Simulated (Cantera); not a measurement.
## NO annealing gas

An isothermal, constant-pressure homogeneous reactor starts with 2.00 % NO, 98.0 % N2, at 2200 K and 1400 Pa.

Cantera simulation using GRI-Mech 3.0 (53 species, 325 reactions); the numbers are that mechanism's predictions, not measurements. Radical loss at walls, strong at low pressure, is not modelled.

```
t (s)        x NO    x N2O   x N2      x O2     x NO2
--------  -------  -------  -----  --------  --------
0.000100   0.0200  2.42e-9  0.980    <1e-12    <1e-12
0.000374   0.0200  8.92e-9  0.980  1.77e-12    <1e-12
0.00140    0.0200  3.15e-8  0.980  2.55e-11  4.24e-12
0.00523    0.0200  9.57e-8  0.980  3.99e-10  3.42e-11
0.0196     0.0200  1.89e-7  0.980   6.96e-9  2.03e-10
0.0731     0.0200  2.11e-7  0.980   1.19e-7  9.45e-10
0.273      0.0200  2.11e-7  0.980   1.80e-6   3.80e-9
1.02       0.0199  2.08e-7  0.980   2.54e-5   1.53e-8
3.82       0.0191  1.88e-7  0.980  0.000358   7.05e-8
14.3      0.00960  5.16e-8  0.985   0.00462   1.97e-7
53.5      0.00271  1.97e-8  0.988   0.00766   7.76e-8
200       0.00271  1.99e-8  0.988   0.00763   7.76e-8
```
x: mole fraction; the columns are a selection and need not sum to one.

Equilibrium at this temperature and pressure: NO 0.00271, N2O 1.99e-8, N2 0.988, O2 0.00763, NO2 7.76e-8 (gas phase only).
